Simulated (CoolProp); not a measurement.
Vapour pressure (MPa) of C2F6 (R116): the reference equation beside estimates from Tc = 293.0 K, pc = 3.048 MPa, ω = 0.257.

The numbers come from the reference Helmholtz-energy equation of state, Lemmon 2006 in CoolProp. It is a short technical equation, of lower accuracy than the large ones.

```csv
T (K),reference,Redlich-Kwong,Peng-Robinson
222.5,0.3608,0.5108,0.3592
225.2,0.4013,0.5594,0.3996
228,0.4467,0.6131,0.4451
230.7,0.4941,0.6681,0.4925
233.5,0.5472,0.7287,0.5456
236.2,0.6022,0.7907,0.6009
239,0.6635,0.8586,0.6625
241.7,0.7269,0.9279,0.7262
244.4,0.7947,1.001,0.7945
247.2,0.8699,1.080,0.8703
249.9,0.9472,1.161,0.9484
252.7,1.033,1.249,1.035
255.4,1.120,1.338,1.124
258.2,1.217,1.435,1.221
```

Absolute difference from the reference over all 14 rows, mean and median: Redlich-Kwong 29.0 and 28.5 %, Peng-Robinson 0.2 and 0.3 %.
